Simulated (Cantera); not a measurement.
An isothermal, constant-pressure homogeneous reactor starts with CH₄ : CO₂ : H₂ = 1 : 2.1 : 0.11 (molar parts), at 1973 K and 3000000 Pa.

Cantera simulation using GRI-Mech 3.0 (53 species, 325 reactions); the numbers are that mechanism's predictions, not measurements. The pressure lies above the range GRI-Mech 3.0 was tuned for (to about 10 atm).

x: mole fraction; the columns are a selection and need not sum to one.

| t (s) | x CH₄ | x CO₂ | x H₂ | x CO | x H₂O | x CH₂CO | x OH |
|---|---|---|---|---|---|---|---|
| 0.000100 | 0.0855 | 0.401 | 0.151 | 0.148 | 0.132 | 9.76e-5 | … |
| 0.000315 | 0.0285 | 0.232 | 0.112 | 0.297 | 0.240 | 0.000195 | … |
| 0.000992 | 0.0166 | 0.154 | 0.141 | 0.396 | 0.231 | 0.000121 | … |
| 0.00312 | 0.0123 | 0.103 | 0.196 | 0.474 | 0.188 | 4.07e-5 | … |
| 0.00984 | 0.00542 | 0.0740 | 0.243 | 0.519 | 0.155 | 7.36e-6 | … |
| 0.0310 | 0.000271 | 0.0662 | 0.259 | 0.529 | 0.145 | 1.86e-7 | 6.69e-6 |
| 0.0976 | 3.17e-6 | 0.0660 | 0.260 | 0.529 | 0.145 | 2.17e-9 | 6.70e-6 |
| 0.307 | 3.17e-6 | 0.0660 | 0.260 | 0.529 | 0.145 | 2.16e-9 | 6.70e-6 |
| 0.968 | 3.17e-6 | 0.0660 | 0.260 | 0.529 | 0.145 | 2.16e-9 | 6.70e-6 |
| 3.05 | 3.17e-6 | 0.0660 | 0.260 | 0.529 | 0.145 | 2.16e-9 | 6.70e-6 |
| 9.60 | 3.17e-6 | 0.0660 | 0.260 | 0.529 | 0.145 | 2.16e-9 | 6.70e-6 |
| 30.2 | 3.17e-6 | 0.0660 | 0.260 | 0.529 | 0.145 | 2.16e-9 | 6.70e-6 |
| 95.3 | 3.17e-6 | 0.0660 | 0.260 | 0.529 | 0.145 | 2.16e-9 | 6.70e-6 |
| 300 | 3.17e-6 | 0.0660 | 0.260 | 0.529 | 0.145 | 2.16e-9 | 6.70e-6 |

Q: Some entries are withheld; supply them.

A: 
- 0.000100, x OH: 9.84e-6
- 0.000315, x OH: 1.76e-5
- 0.000992, x OH: 1.50e-5
- 0.00312, x OH: 1.01e-5
- 0.00984, x OH: 7.37e-6
